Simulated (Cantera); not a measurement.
A perfectly stirred reactor is fed with 19.3 % CH4, 79.0 % CO2, 1.75 % H2, at 3.85 atm; it is held at 1875 K, and followed from long to short residence time.

Model: GRI-Mech 3.0 (53 species, 325 reactions), integrated in Cantera.

One state of this run: x CH4 = 0.0158; x CO2 = 0.339; x H2 = 0.0635; x O = 5.56e-9; x H = 7.52e-5; x C2H6 = 2.57e-5. x: mole fraction; the columns are a selection and need not sum to one.

### Question
Which value of τ (s) does it belong to?
A. 0.087
B. 0.014
C. 1.0
D. 0.16

### Answer
B, 0.014
